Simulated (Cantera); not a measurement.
**Equilibrium for boron, boron nitride and boron oxide: BF3 + N2**

Input: 1 mol BF3, 13 mol N2, held at 2173.15 K and 1.00 bar.

Cantera equilibrium calculation (NASA polynomials, part measured and part estimated; ideal gas, pure solids and liquids). Candidate condensed phases: B, BN; 13 gas species. The tables' values for BF2 are old estimates; treat these amounts as uncertain. Rates play no part.

```yaml
x(N2): 0.928
x(BF3): 0.0713
x(F): 0.000103
x(BF2): 0.000103
gas_amount: 14.00 mol
log10 activity of B(s) (absent): -9.17
```
